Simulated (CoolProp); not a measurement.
Vapour-liquid equilibrium of CH2F2 (R32) (1) + R123 (2) at 38.05 °C; x and y are mole fractions of (1).

Values from CoolProp's multi-fluid Helmholtz-energy mixture model, Tillner-Roth 1997 and Younglove 1994; pair parameters Bell 2016.

```csv
x,bubble pressure (bar),y at the bubble point,dew pressure at overall composition x (bar),liquid density (mol/L)
0.05,2.658,0.458,1.524,9.598
0.15,5.067,0.724,1.703,10.12
0.25,…,0.818,1.929,10.69
0.35,9.570,0.866,2.223,11.32
0.45,11.62,0.897,2.619,12.00
0.55,13.58,0.919,3.183,12.75
0.65,15.52,0.937,…,13.57
0.75,17.53,0.954,5.551,…
0.85,19.73,0.971,8.709,15.53
0.95,22.23,0.990,17.05,16.70
```

### Question
Complete the blanks.

### Answer

- 0.25, bubble pressure (bar): 7.386
- 0.65, dew pressure at overall composition x (bar): 4.051
- 0.75, liquid density (mol/L): 14.50

No azeotrope shows between x = 0.05 and 0.95.

The pair parameters rest on a limited set of measurements; away from them the model extrapolates. The gap from Raoult's law changes sign with composition, which may be real or a fault of the pair parameters; it wasn't checked against measurements.
